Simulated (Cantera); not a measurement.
A freely propagating, adiabatic, planar premixed flame of H2 : O2 : N2 = 1 : 0.455 : 1.68 (molar parts), unburnt at 675 K and 1.09 atm; mixture-averaged transport, grid criteria slope 0.08 and curve 0.16, no radiation.

Detailed kinetics in Cantera: the H2/O2 subset of GRI-Mech 3.0, which has no nitrogen chemistry. Burning velocities carry a grid error of a few per cent, more on coarse grids.

**Question.** Predict: laminar burning velocity; thermal thickness; peak x(H2O2); peak x(HO2); peak x(OH); peak x(O).

**Answer.** 
- laminar burning velocity: 1000 cm/s
- thermal thickness: 0.436 mm
- peak x(H2O2): 8.26e-6
- peak x(HO2): 0.000260
- peak x(OH): 0.0200
- peak x(O): 0.0138
